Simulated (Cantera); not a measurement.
A perfectly stirred reactor is fed with 6.80 % CH3OH, 16.7 % O2, 62.9 % N2, 13.6 % H2O, at 2.07 atm; it is adiabatic with a 425 K inlet, and is followed from long to short residence time, starting on the burning branch (τ in s: 0.064, 0.026, 0.011, 0.0043, 0.0018, 0.00072, 0.00029, 0.00012, 4.9e-05, 2e-05, 8.1e-06).

Detailed kinetics in Cantera: GRI-Mech 3.0 (53 species, 325 reactions). GRI-Mech 3.0 was tuned for natural gas; its chemistry of methanol as a main component is partial and can be far from experiment.

One state of this run: T (K) = 1626; x CH3OH = 2.14e-5; x O2 = 0.0635; x H2O = 0.262; x H2O2 = 5.14e-7; x CH3 = 5.78e-8; x C2H6 = <1e-12; x HCO = 1.51e-7. x: mole fraction; the columns are a selection and need not sum to one.

Task: Which value of τ (s) does it belong to?
A) 0.011
B) 0.026
C) 0.0018
D) 0.00072

Result: A, 0.011
